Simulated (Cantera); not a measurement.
An isothermal, constant-pressure homogeneous reactor starts with N₂O : N₂ = 1 : 3.8 (molar parts), at 1448 K and 13.5 Torr. Integrator tolerance rtol = 1e-08.

Detailed kinetics in Cantera: GRI-Mech 3.0 (53 species, 325 reactions). GRI-Mech 3.0 was tuned for natural gas; its chemistry of N2O as a main component is partial and can be far from experiment. Radical loss at walls, strong at low pressure, is not modelled. The temperature is held fixed by assumption; the heat of reaction is taken as removed at once.

Question: What does this change do: N2 3.8 to 0.83 parts?

Answer: 
```
quantity                                           before                                    after
----------------  ---------------------------------------  ---------------------------------------
x(N₂O) at 50.0 s  4.86e-7 (gas-phase equilibrium 6.08e-9)  2.37e-6 (gas-phase equilibrium 7.95e-9)
x(NO₂) at 50.0 s  2.05e-5 (gas-phase equilibrium 3.83e-7)  7.02e-5 (gas-phase equilibrium 8.12e-7)
x(O) at 50.0 s    4.00e-6 (gas-phase equilibrium 4.49e-6)  6.04e-6 (gas-phase equilibrium 6.77e-6)
x(N₂) at 50.0 s       0.885 (gas-phase equilibrium 0.905)      0.739 (gas-phase equilibrium 0.785)
x(O₂) at 50.0 s     0.0737 (gas-phase equilibrium 0.0940)      0.168 (gas-phase equilibrium 0.214)
```

Question: What does this change do: pressure from 13.5 Torr to 760 Torr?

Answer: 
```
quantity                                           before                                     after
----------------  ---------------------------------------  ----------------------------------------
x(N₂O) at 50.0 s  4.86e-7 (gas-phase equilibrium 6.08e-9)   3.76e-7 (gas-phase equilibrium 4.56e-8)
x(NO₂) at 50.0 s  2.05e-5 (gas-phase equilibrium 3.83e-7)  0.000125 (gas-phase equilibrium 2.87e-6)
x(O) at 50.0 s    4.00e-6 (gas-phase equilibrium 4.49e-6)   5.46e-7 (gas-phase equilibrium 5.98e-7)
x(N₂) at 50.0 s       0.885 (gas-phase equilibrium 0.905)       0.889 (gas-phase equilibrium 0.905)
x(O₂) at 50.0 s     0.0737 (gas-phase equilibrium 0.0940)     0.0780 (gas-phase equilibrium 0.0940)
```
